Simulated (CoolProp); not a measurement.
Vapour pressure (MPa) of octamethylcyclotetrasiloxane (D4): the reference equation beside estimates from Tc = 586.5 K, pc = 1.347 MPa, ω = 0.598. Clausius-Clapeyron is anchored at 432.9 K with a constant enthalpy of vaporisation of 40.66 kJ/mol.

Computed with CoolProp (reference Helmholtz-energy equation of state, Thol 2015).

```tsv
T (K)	reference	Lee-Kesler	Clausius-Clapeyron	van der Waals	Redlich-Kwong	Soave-Redlich-Kwong	Peng-Robinson
432.9	0.06623	0.06610	0.06623	0.3520	0.1814	___	0.06693
436.8	0.07373	0.07359	0.07325	0.3678	0.1946	0.07390	0.07443
440.7	0.08189	0.08173	0.08088	___	0.2085	0.08212	0.08258
444.6	0.09074	0.09055	0.08915	0.4007	___	0.09106	0.09142
448.5	0.1003	0.1001	0.09810	0.4178	0.2382	0.1007	0.1010
452.4	0.1107	0.1104	0.1078	0.4354	0.2542	0.1112	0.1114
456.3	0.1218	___	___	0.4534	0.2708	0.1225	0.1225
460.2	0.1338	0.1336	0.1294	0.4719	0.2882	0.1347	0.1346
464.1	0.1467	___	0.1415	___	___	0.1479	0.1475
```

Task: Complete the blanks.

Result: 
- 432.9, Soave-Redlich-Kwong: 0.06634
- 440.7, van der Waals: 0.3840
- 444.6, Redlich-Kwong: 0.2230
- 456.3, Lee-Kesler: 0.1216
- 456.3, Clausius-Clapeyron: 0.1182
- 464.1, Lee-Kesler: 0.1464
- 464.1, van der Waals: 0.4909
- 464.1, Redlich-Kwong: 0.3064

Absolute difference from the reference over all 9 rows, mean and median: Lee-Kesler 0.2 and 0.2 %, Clausius-Clapeyron 2.0 and 2.2 %, van der Waals 323.4 and 316.6 %, Redlich-Kwong 139.1 and 137.5 %, Soave-Redlich-Kwong 0.4 and 0.4 %, Peng-Robinson 0.7 and 0.7 %.
